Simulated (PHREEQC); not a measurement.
Ca(OH)2 is added in steps, without added water, to 1 kg of water holding 55 mmol/kgw KOH, 0.006 mmol/kgw H4SiO4 and 0.06 mmol/kgw (CH3)4NCl, at 25 °C. Oxygen is held at 0.21 atm. The system is closed to CO2. Only these solids could form: Portlandite, Quartz.

Base run: PHREEQC, ion-association model, wateq4f.dat. Each further column changes one thing. The table gives Ca+2 (mol/kgw).

| Ca(OH)2 added (mol) | base | Davies equation for every ion | all activity coefficients set to 1 | Debye-Hückel limiting law |
|---|---|---|---|---|
| 0 | 0 | 0 | 0 | 0 |
| 0.011 | 0.00523 | 0.00526 | 0.00174 | 0.00834 |
| 0.0165 | 0.00523 | 0.00526 | 0.00174 | 0.00863 |
| 0.0275 | 0.00523 | 0.00526 | 0.00174 | 0.00863 |
| 0.033 | 0.00523 | 0.00526 | 0.00174 | 0.00863 |
| 0.044 | 0.00523 | 0.00526 | 0.00174 | 0.00863 |
| 0.0495 | 0.00523 | 0.00526 | 0.00174 | 0.00863 |
| 0.0605 | 0.00523 | 0.00526 | 0.00174 | 0.00863 |
| 0.066 | 0.00523 | 0.00526 | 0.00174 | 0.00863 |
| 0.077 | 0.00523 | 0.00526 | 0.00174 | 0.00863 |
| 0.0825 | 0.00523 | 0.00526 | 0.00174 | 0.00863 |
| 0.0935 | 0.00523 | 0.00526 | 0.00174 | 0.00863 |
| 0.099 | 0.00523 | 0.00526 | 0.00174 | 0.00863 |
| 0.11 | 0.00523 | 0.00526 | 0.00174 | 0.00863 |

(CH3)4N+ isn't in the database: it is added as a free cation with an ion size of 4 Å.
